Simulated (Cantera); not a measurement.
Input (Python, Cantera):

```python
import numpy as np
import cantera as ct

gas = ct.Solution("gri30.yaml")
gas.TPX = 398, 13332, {'CH4': 1, 'H2': 0.12, 'O2': 3.03, 'N2': 13.6}
flame = ct.FreeFlame(gas, width=0.16)
flame.set_refine_criteria(ratio=3, slope=0.08, curve=0.16)
flame.transport_model = "mixture-averaged"
flame.solve(loglevel=0, auto=True)
z, T = flame.grid, flame.T
thick = (T[-1] - T[0]) / np.gradient(T, z).max()
show = ['CH4', 'H2', 'O2', 'H', 'H2O2', 'OH']
print(f"laminar burning velocity  {flame.velocity[0] * 100:.3f} cm/s")
print(f"burnt temperature         {T[-1]:.1f} K")
print(f"thermal thickness         {thick * 1e3:.4f} mm")
print(f"grid points               {len(z)}")
z0 = z[flame.heat_release_rate.argmax()]
print(f"{'z/mm':>9s}{'T/K':>9s}{'u/(m/s)':>9s}" + "".join(f"{s:>11s}" for s in show))
rows = []
for k in (-3, -2, -1.5, -1, -0.5, -0.25, 0, 0.25, 0.5, 1, 2, 4, 8):
    zz = z0 + k * thick
    rows.append([k * thick, np.interp(zz, z, T), np.interp(zz, z, flame.velocity),
                 *(np.interp(zz, z, flame.X[gas.species_index(s)]) for s in show)])
    print(f"{rows[-1][0] * 1e3:9.3f}{rows[-1][1]:9.1f}{rows[-1][2]:9.3f}" + "".join(f"{x:11.3e}" for x in rows[-1][3:]))
```

Output:

```
laminar burning velocity  46.608 cm/s
burnt temperature         1726.3 K
thermal thickness         3.3866 mm
grid points               143
     z/mm      T/K  u/(m/s)        CH4         H2         O2          H       H2O2         OH
  -10.160    398.1    0.466  5.632e-02  6.917e-03  1.707e-01  1.164e-13  6.305e-09  4.193e-12
   -6.773    398.9    0.467  5.626e-02  7.219e-03  1.706e-01  1.192e-11  8.033e-08  4.346e-10
   -5.080    403.4    0.473  5.600e-02  7.618e-03  1.703e-01  7.485e-10  5.154e-07  1.586e-08
   -3.387    443.9    0.521  5.396e-02  8.445e-03  1.678e-01  4.945e-07  3.829e-06  1.145e-06
   -1.693    728.7    0.862  3.979e-02  9.854e-03  1.475e-01  1.458e-04  5.362e-06  3.405e-05
   -0.847   1030.9    1.225  2.304e-02  1.044e-02  1.208e-01  7.170e-04  3.022e-06  2.146e-04
    0.000   1322.9    1.578  6.200e-03  9.328e-03  8.875e-02  2.247e-03  9.948e-07  1.395e-03
    0.847   1442.0    1.718  5.954e-04  6.214e-03  7.042e-02  4.049e-03  3.037e-07  2.978e-03
    1.693   1477.9    1.757  3.458e-05  4.546e-03  6.392e-02  4.930e-03  2.708e-07  3.668e-03
    3.387   1519.2    1.798  9.860e-08  3.954e-03  5.984e-02  4.963e-03  2.281e-07  4.146e-03
    6.773   1570.5    1.852  1.584e-11  3.488e-03  5.761e-02  3.783e-03  1.668e-07  4.285e-03
   13.547   1626.7    1.912  1.572e-18  2.517e-03  5.631e-02  2.088e-03  1.071e-07  3.982e-03
   27.093   1674.4    1.962  6.389e-21  1.461e-03  5.544e-02  8.493e-04  6.420e-08  3.256e-03
```

Cantera simulation using GRI-Mech 3.0 (53 species, 325 reactions); the numbers are that mechanism's predictions, not measurements. Burning velocities carry a grid error of a few per cent, more on coarse grids.
